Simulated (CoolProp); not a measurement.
Aqueous calcium chloride as a coolant, 14 % by mass, freezing at -9.9 °C, 1 atm.

The numbers come from the Melinder's fits for secondary coolants in CoolProp.

| T (°C) | Prandtl number | density (kg/m³) | conductivity (W/(m K)) | cp (kJ/(kg K)) |
|---|---|---|---|---|
| -7.1 | 19.4 | … | 0.541 | 3.327 |
| 2.2 | 14.2 | 1126 | 0.555 | 3.351 |
| 11.6 | 10.8 | 1125 | 0.569 | 3.375 |
| 21 | … | 1124 | 0.584 | 3.397 |
| 30.3 | … | 1121 | 0.598 | … |

Q: Fill in the missing entries.

A: 
- -7.1, density (kg/m³): 1127
- 21, Prandtl number: 8.42
- 30.3, Prandtl number: 6.77
- 30.3, cp (kJ/(kg K)): 3.418
